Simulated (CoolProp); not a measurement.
Vapour pressure (MPa) of dodecamethylpentasiloxane (MD3M): the reference equation beside estimates from Tc = 354.9 °C, pc = 0.9540 MPa, ω = 0.730. Clausius-Clapeyron is anchored at 141.25 °C with a constant enthalpy of vaporisation of 53.95 kJ/mol.

Values from CoolProp's reference Helmholtz-energy equation of state, Thol 2019.

```tsv
T (°C)	reference	Lee-Kesler	Clausius-Clapeyron	van der Waals
101.35	0.001249	0.001308	0.001370	0.07998
121.25	0.003193	0.003270	0.003285	0.1073
141.25	0.007268	0.007340	0.007268	0.1405
161.25	0.01495	0.01498	0.01495	0.1799
181.25	0.02827	0.02818	0.02884	0.2259
201.25	0.04982	0.04953	0.05266	0.2790
221.15	0.08253	0.08194	0.09134	0.3391
241.15	0.1304	0.1294	0.1522	0.4072
```

Absolute difference from the reference over all 8 rows, mean and median: Lee-Kesler 1.3 and 0.7 %, Clausius-Clapeyron 6.0 and 4.3 %, van der Waals 1772.8 and 901.2 %.
